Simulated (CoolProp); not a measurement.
The fluid at 372.3 K and 12.2 MPa is throttled through a valve to 6.51 MPa with no heat exchange. The same conditions are run with several fluids, on thermodynamics alone (safety and materials aside).

Values from CoolProp's reference Helmholtz-energy equation of state of each fluid (octamethyltrisiloxane (MDM): Thol 2017; n-nonane: Lemmon 2006; n-undecane: Aleksandrov 2011; R124: de Vries 1995; dodecamethylpentasiloxane (MD3M): Thol 2019).

```json
[
 {"fluid": "octamethyltrisiloxane (MDM)", "temperature change (K)": "?", "final density (kg/m³)": "?"},
 {"fluid": "n-nonane", "temperature change (K)": "+2.0", "final density (kg/m³)": "?"},
 {"fluid": "n-undecane", "temperature change (K)": "+2.0", "final density (kg/m³)": "686"},
 {"fluid": "R124", "temperature change (K)": "?", "final density (kg/m³)": "?"},
 {"fluid": "dodecamethylpentasiloxane (MD3M)", "temperature change (K)": "?", "final density (kg/m³)": "?"}
]
```

Question: Some entries are withheld; supply them.

Answer: 
- octamethyltrisiloxane (MDM), temperature change (K): +2.1
- octamethyltrisiloxane (MDM), final density (kg/m³): 751
- n-nonane, final density (kg/m³): 661
- R124, temperature change (K): -1.3
- R124, final density (kg/m³): 1110
- dodecamethylpentasiloxane (MD3M), temperature change (K): +2.2
- dodecamethylpentasiloxane (MD3M), final density (kg/m³): 809
